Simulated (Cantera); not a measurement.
Charge: 1 mol TiO₂, 1.2 mol CH₄, 0.063 mol CO, equilibrated at 13300 Pa.

Equilibrium computed with Cantera from the NASA thermochemical tables; the gas is ideal and each condensed phase is pure. Candidate condensed phases: C, C₆H₆, C₇H₈, C₈H₁₈, H₂O, Ti, TiC, TiO, TiO₂, Ti₂O₃, Ti₃O₅, Ti₄O₇; 113 gas species. Mutual solubility and eutectic melting of coexisting phases are not modelled. TiC: taken at fixed stoichiometry. Kinetics and transport are ignored.

Question: At 1975 K, list the 4 most abundant gas species with their mole fractions, and the condensed phases.

Answer: H₂ 0.707, CO 0.290, H 0.00315, H₂O 0.000208. Condensed: TiC(s) + Ti₂O₃(s).
